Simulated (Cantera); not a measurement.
A perfectly stirred reactor is fed with CH₄ : O₂ : N₂ : H₂O = 1 : 4.76 : 17.9 : 1.4 (molar parts), equivalence ratio 0.42, at 1.97 atm; it is adiabatic with a 573 K inlet, and is followed from long to short residence time, starting on the burning branch (τ in s: 0.14, 0.06, 0.026, 0.012, 0.0051, 0.0022, 0.00098, 0.00043, 0.00019, 8.4e-05).

Computed with Cantera and GRI-Mech 3.0 (53 species, 325 reactions).

Q: What does this change do: 0.1 parts CO2 added?

A: 
```
quantity                                                                       before                               after
------------------------------------------------  -----------------------------------  ----------------------------------
blow-out, bracketed by the residence times tried  burning at 2.20 ms, out at 0.980 ms  burning at 5.10 ms, out at 2.20 ms
x(CH₄) at τ = 0.140 s                                                         2.16e-5                             2.23e-5
x(O₂) at τ = 0.140 s                                                            0.110                               0.110
x(H₂O) at τ = 0.140 s                                                           0.135                               0.135
x(C₂H₄) at τ = 0.140 s                                                        3.63e-8                             3.95e-8
x(CO) at τ = 0.140 s                                                         0.000201                            0.000207
x(CH₄) at τ = 2.20 ms                                                        0.000772                              0.0397
x(O₂) at τ = 2.20 ms                                                            0.115                               0.189
x(H₂O) at τ = 2.20 ms                                                           0.133                              0.0556
x(C₂H₄) at τ = 2.20 ms                                                        6.14e-6                              <1e-12
x(CO) at τ = 2.20 ms                                                          0.00698                              <1e-12
```

Q: What does this change do: 0.056 parts CO2 added?

A: 
```json
[
 {"quantity": "blow-out, bracketed by the residence times tried", "before": "burning at 2.20 ms, out at 0.980 ms", "after": "burning at 5.10 ms, out at 2.20 ms"},
 {"quantity": "x(CH₄) at τ = 0.140 s", "before": "2.16e-5", "after": "2.20e-5"},
 {"quantity": "x(O₂) at τ = 0.140 s", "before": "0.110", "after": "0.110"},
 {"quantity": "x(H₂O) at τ = 0.140 s", "before": "0.135", "after": "0.135"},
 {"quantity": "x(C₂H₄) at τ = 0.140 s", "before": "3.63e-8", "after": "3.81e-8"},
 {"quantity": "x(CO) at τ = 0.140 s", "before": "0.000201", "after": "0.000204"},
 {"quantity": "x(CH₄) at τ = 2.20 ms", "before": "0.000772", "after": "0.0398"},
 {"quantity": "x(O₂) at τ = 2.20 ms", "before": "0.115", "after": "0.190"},
 {"quantity": "x(H₂O) at τ = 2.20 ms", "before": "0.133", "after": "0.0557"},
 {"quantity": "x(C₂H₄) at τ = 2.20 ms", "before": "6.14e-6", "after": "<1e-12"},
 {"quantity": "x(CO) at τ = 2.20 ms", "before": "0.00698", "after": "<1e-12"}
]
```
